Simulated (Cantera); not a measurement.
Feed: 1 mol Si3N4, 0.031 mol O2, 490 mol N2, held at 0.00390 Torr.

Cantera equilibrium calculation (NASA polynomials, part measured and part estimated; ideal gas, pure solids and liquids). Candidate condensed phases: Si, SiO2, Si2N2O, Si3N4; 16 gas species. Mutual solubility and eutectic melting of coexisting phases are not modelled. The numbers say what is thermodynamically allowed, not how fast it happens.

Which condensed phases are stable at each of these points (T (K)): 1248, 1298, 1348, 1398, 1448, 1498, 1548, 1598, 1648, 1698, 1748, 1798, 1848?


```tsv
T (K)	condensed phases	Si condensed (%)
1248	Si2N2O(s) + Si3N4(s)	99.5
1298	Si3N4(s)	97.9
1348	Si3N4(s)	97.7
1398	Si(s)	95.4
1448	Si(s)	88.6
1498	Si(s)	65.7
1548	gas only	0.0
1598	gas only	0.0
1648	gas only	0.0
1698	gas only	0.0
1748	gas only	0.0
1798	gas only	0.0
1848	gas only	0.0
```

At 1248 K the condensed part is Si2N2O(s) + Si3N4(s). From 1298 K to 1348 K the condensed part is Si3N4(s). From 1398 K to 1498 K the condensed part is Si(s). From 1548 K to 1848 K nothing is condensed.
